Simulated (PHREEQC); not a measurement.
Consider water at 25 °C with 0.00079 mol NaHCO3, 0.0022 mol NH3 and 4e-05 mol KCl per kg of water. Closed to the air; pH follows from the charge balance.

The numbers come from PHREEQC with the ion-association model, phreeqc.dat.

No solid was allowed to form.

What pH, ionic strength does the model give?

pH 9.97; ionic strength 0.00145 mol/kgw.

In which forms is C present?

HCO3- 67 %, CO3-2 33 % of the C.
